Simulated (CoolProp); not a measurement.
Computed with CoolProp (reference Helmholtz-energy equation of state, Lemmon 2000). It is a pseudo-pure fit of the blend.

Problem. For dry air, give the phase and the speed of sound (m/s), Joule-Thomson coefficient (K/MPa), expansivity (1/kK) at 231.5 K and 5000 kPa; 263 K and 5000 kPa.

Solution. 
- 231.5 K and 5000 kPa: supercritical; speed of sound 307, Joule-Thomson coefficient 3.16, expansivity 5.60
- 263 K and 5000 kPa: supercritical; speed of sound 331, Joule-Thomson coefficient 2.47, expansivity 4.52
